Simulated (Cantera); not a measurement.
A Cantera script and its output.

```python
import numpy as np
import cantera as ct

gas = ct.Solution("gri30.yaml")
gas.TPX = 1925, 25000, {'C2H6': 1, 'H2': 60}
inlet = ct.Reservoir(gas, clone=True)

reactor = ct.IdealGasConstPressureReactor(gas, energy="off", clone=False)
exhaust = ct.Reservoir(gas, clone=True)
tau = [5.2, 2.6, 1.3, 0.66, 0.33, 0.17, 0.083, 0.042, 0.021, 0.011, 0.0053][0]
for a, b in ((inlet, reactor), (reactor, exhaust)):
    ct.MassFlowController(a, b, mdot=lambda t: reactor.mass / tau)
net = ct.ReactorNet([reactor])
show = ['C2H6', 'H2', 'C2H', 'CH4', 'C2H4', 'CH2', 'H']

rows = []
print(f"{'tau/s':>10s}{'T/K':>9s}" + "".join(f"{s:>11s}" for s in show))
for tau in [5.2, 2.6, 1.3, 0.66, 0.33, 0.17, 0.083, 0.042, 0.021, 0.011, 0.0053]:
    net.initial_time = 0.0
    net.advance(30 * tau)
    before = gas.X
    net.advance(40 * tau)
    drift = np.max(np.abs(gas.X - before) / (gas.X + 1e-9))
    rows.append([gas.T, *gas[show].X, drift])
    print(f"{tau:10.3e}{gas.T:9.1f}" + "".join(f"{x:11.3e}" for x in gas[show].X))
```

It prints:

```
     tau/s      T/K       C2H6         H2        C2H        CH4       C2H4        CH2          H
 5.200e+00   1925.0  3.816e-08  9.816e-01  4.236e-07  1.256e-03  3.880e-05  1.162e-07  1.911e-03
 2.600e+00   1925.0  6.926e-08  9.814e-01  4.192e-07  1.606e-03  3.856e-05  1.484e-07  1.913e-03
 1.300e+00   1925.0  1.308e-07  9.811e-01  4.126e-07  2.122e-03  3.830e-05  1.959e-07  1.915e-03
 6.600e-01   1925.0  2.486e-07  9.807e-01  4.038e-07  2.832e-03  3.816e-05  2.615e-07  1.920e-03
 3.300e-01   1925.0  4.829e-07  9.802e-01  3.916e-07  3.818e-03  3.838e-05  3.531e-07  1.928e-03
 1.700e-01   1925.0  9.119e-07  9.795e-01  3.766e-07  5.049e-03  3.943e-05  4.693e-07  1.939e-03
 8.300e-02   1925.0  1.805e-06  9.786e-01  3.569e-07  6.719e-03  4.245e-05  6.322e-07  1.961e-03
 4.200e-02   1925.0  3.424e-06  9.775e-01  3.356e-07  8.599e-03  4.871e-05  8.291e-07  1.996e-03
 2.100e-02   1925.0  6.504e-06  9.763e-01  3.138e-07  1.069e-02  6.098e-05  1.080e-06  2.057e-03
 1.100e-02   1925.0  1.171e-05  9.752e-01  2.964e-07  1.261e-02  8.111e-05  1.372e-06  2.150e-03
 5.300e-03   1925.0  2.246e-05  9.740e-01  2.838e-07  1.453e-02  1.198e-04  1.801e-06  2.313e-03
```

Computed with Cantera and GRI-Mech 3.0 (53 species, 325 reactions). GRI-Mech 3.0 stops at C3 and has no aromatics, soot or wall deposition, so with more carbon than oxygen in the feed, carbon stays in small species such as C2H2 where larger ones or solid carbon would form.
